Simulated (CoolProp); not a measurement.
Properties of trans-2-butene at several states (Tc = 428.6 K, pc = 4.019 MPa, ω = 0.210).

Computed with CoolProp (reference Helmholtz-energy equation of state, Lemmon 2005). It is a short technical equation, of lower accuracy than the large ones.

```tsv
T (K)	p (MPa)	phase	density (kg/m³)	cv (kJ/(kg K))	Joule-Thomson coefficient (K/MPa)
415.6	15.6	liquid	488.4	1.988	[?]
203.4	0.611	liquid	701.5	1.395	[?]
479.7	0.625	gas	9.139	2.083	[?]
```

Problem. Some entries are withheld; supply them.

Solution. 
- 415.6, Joule-Thomson coefficient (K/MPa): 0.08493
- 203.4, Joule-Thomson coefficient (K/MPa): -0.5005
- 479.7, Joule-Thomson coefficient (K/MPa): 6.657
